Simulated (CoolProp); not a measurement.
Properties of methane along the isotherm 195.4 K (Tc = 190.6 K, pc = 4599 kPa, ω = 0.011).

Values from CoolProp's reference Helmholtz-energy equation of state, Setzmann 1991.

| p (kPa) | phase | speed of sound (m/s) | expansivity (1/kK) | viscosity (µPa s) | conductivity (mW/(m K)) | fugacity coefficient |
|---|---|---|---|---|---|---|
| 460 | gas | 360.5 | 5.629 | 7.72 | 21.7 | 0.9692 |
| 920 | gas | 353.8 | 6.244 | 7.78 | 22.3 | 0.9386 |
| 1380 | gas | 346.7 | 6.998 | 7.86 | 23.0 | 0.9083 |
| 1840 | gas | 339.3 | 7.943 | 7.97 | 23.8 | (withheld) |
| 2300 | gas | 331.6 | 9.164 | 8.13 | 24.8 | 0.8483 |
| 2760 | gas | 323.3 | 10.81 | 8.33 | 26.1 | 0.8184 |
| 3220 | gas | 314.6 | 13.15 | 8.61 | 27.7 | (withheld) |
| 3680 | gas | 305.1 | 16.76 | 9.00 | 30.1 | 0.7585 |
| 4140 | gas | 294.7 | 23.18 | 9.58 | 33.7 | 0.7280 |
| 4600 | supercritical | 282.7 | 37.92 | 10.5 | 40.3 | 0.6968 |
| 5060 | supercritical | 266.7 | 103.8 | 12.7 | 58.6 | 0.6638 |
| 5520 | supercritical | 304.9 | 101.6 | 19.2 | 73.3 | 0.6267 |
| 5980 | supercritical | 376.1 | 42.13 | (withheld) | 73.7 | 0.5910 |
| 6440 | supercritical | 424.2 | 28.26 | 24.5 | 76.0 | (withheld) |
| 6900 | supercritical | 461.5 | 21.98 | 26.0 | 78.2 | 0.5322 |

Task: Complete the blanks.

Result: 
- 1840, fugacity coefficient: 0.8782
- 3220, fugacity coefficient: 0.7885
- 5980, viscosity (µPa s): 22.5
- 6440, fugacity coefficient: 0.5596

Viscosity comes from a separate model (Quiñones-Cisneros 2006). Thermal conductivity comes from a separate model (Friend 1989).
